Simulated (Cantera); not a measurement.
Input: 1 mol HBr, 3.6 mol H2, held at 800 Pa.

Equilibrium computed with Cantera from the NASA thermochemical tables; the gas is ideal and each condensed phase is pure. Candidate condensed phases: Br2; 10 gas species. Ions and electrons are included (thermal ionisation). The numbers say what is thermodynamically allowed, not how fast it happens.

### Question
At 3750 K, list the 4 most abundant gas species with their mole fractions, and the condensed phases.

### Answer
H 0.884, Br 0.109, H2 0.00623, HBr 0.000229. Condensed: gas only.
